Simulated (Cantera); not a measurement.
Charge: 1 mol MgF2, 1.2 mol O2, 11 mol H2, held at 4.30e-6 bar.

Method: chemical equilibrium by Gibbs-energy minimisation in Cantera with the NASA 1993 tables (ideal gas, pure condensed phases). Candidate condensed phases: H2O, Mg, MgF2, MgO, Mg(OH)2; 31 gas species. Rates play no part. All values below are at 1700 K.

Base state: H2 0.551, H2O 0.175, HF 0.149, Mg 0.0695, H 0.0528, MgF 0.000990, OH 0.000867, MgF2 0.000440 (mole fractions); condensed: MgO(s).

**Question.** What changes in the equilibrium state with this change: pressure from 4.30e-6 bar to 1.40e-5 bar?

**Answer.** 
```csv
species,before,after
H2,0.551,0.637
HF,0.149,0.157
H2O,0.175,0.143
Mg,0.0695,0.0304
H,0.0528,0.0314
O,6.64e-5,1.44e-5
OH,0.000867,0.000364
"MgO(s), mol",0.0563,0.600
```
